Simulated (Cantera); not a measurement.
**Thermodynamics of silicon carbide growth, feed CH3SiCl3 + H2**

Input: 1 mol CH3SiCl3, 3.8 mol H2, held at 0.0133 bar.

Cantera equilibrium calculation (NASA polynomials, part measured and part estimated; ideal gas, pure solids and liquids). Candidate condensed phases: C, C6H6, C7H8, C8H18, Si, SiC; 109 gas species. The feed counts by its element totals alone. The tables' values for SiCl, SiCl3 are old estimates; treat these amounts as uncertain. Gases not in the tables: Si2H6 and higher silanes. Kinetics and transport are ignored.

```tsv
T (K)	log p H2	log p HCl	log p H	log p SiCl2	log p Cl	log p Si	n C(graphite)	n SiC(s)
1475	-2.12	-2.25	-5.95	-4.06	-6.17	-10.42	0.0583	0.942
1625	-2.12	-2.26	-5.21	-3.80	-5.46	-8.73	0.0885	0.911
1775	-2.11	-2.27	-4.60	-3.60	-4.87	-7.33	0.133	0.866
1925	-2.11	-2.29	-4.07	-3.45	-4.38	-6.15	0.184	0.812
2075	-2.11	-2.32	-3.63	-3.34	-3.97	-5.14	0.238	0.751
2225	-2.12	-2.36	-3.25	-3.27	-3.63	-4.27	0.308	0.661
2375	-2.16	-2.44	-2.93	-3.25	-3.35	-3.51	0.485	0.385
```
log p: log10 of the partial pressure in bar; n: condensed amount in mol.

From 1475 K to 2375 K the condensed part is C(graphite) + SiC(s). The main Si-bearing gas is SiCl2 throughout. The share of Si in condensed phases is highest at 1475 K (94.2 %) and lowest at 2375 K (38.5 %).
